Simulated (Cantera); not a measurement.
A freely propagating, adiabatic, planar premixed flame of 21.9 % CO, 10.3 % H₂, 11.5 % O₂, 56.3 % N₂, unburnt at 348 K and 0.810 bar; mixture-averaged transport, grid criteria slope 0.08 and curve 0.16, no radiation.

Detailed kinetics in Cantera: GRI-Mech 3.0 (53 species, 325 reactions). Burning velocities carry a grid error of a few per cent, more on coarse grids.

x: mole fraction of selected species; z is measured from the peak of heat release.

```tsv
z (mm)	T (K)	u (m/s)	x CO	x H₂	x O₂	x HO₂	x N₂O	x NO
-1.89	348	1.25	0.219	0.103	0.115	<1e-8	<1e-8	<1e-8
-1.26	348	1.25	0.219	0.103	0.115	<1e-8	<1e-8	<1e-8
-0.945	348	1.25	0.219	0.103	0.115	<1e-8	<1e-8	<1e-8
-0.630	348	1.25	0.219	0.102	0.115	?	<1e-8	<1e-8
-0.315	356	1.27	0.220	0.0967	0.116	?	<1e-8	<1e-8
-0.158	515	1.81	0.219	0.0815	0.112	?	<1e-8	2.23e-8
0	948	3.28	0.203	0.0528	0.0910	?	<1e-8	4.65e-7
0.158	1282	4.37	0.173	0.0251	0.0553	?	3.36e-8	2.76e-6
0.315	1476	4.96	0.143	0.0153	0.0312	?	5.53e-8	6.93e-6
0.630	1658	5.47	0.113	0.0156	0.0169	?	4.97e-8	1.49e-5
1.26	1804	5.88	0.104	0.0162	0.0117	?	4.49e-8	2.48e-5
2.52	1926	6.23	0.102	0.0149	0.00833	?	4.33e-8	3.45e-5
5.04	2021	6.49	0.0986	0.0136	0.00523	?	3.87e-8	4.38e-5
```

**Question.** What belongs in the gaps?

**Answer.** 
- -0.630, x HO₂: 8.29e-8
- -0.315, x HO₂: 2.26e-5
- -0.158, x HO₂: 0.000295
- 0, x HO₂: 7.75e-5
- 0.158, x HO₂: 2.89e-5
- 0.315, x HO₂: 1.29e-5
- 0.630, x HO₂: 5.54e-6
- 1.26, x HO₂: 3.21e-6
- 2.52, x HO₂: 1.98e-6
- 5.04, x HO₂: 1.11e-6
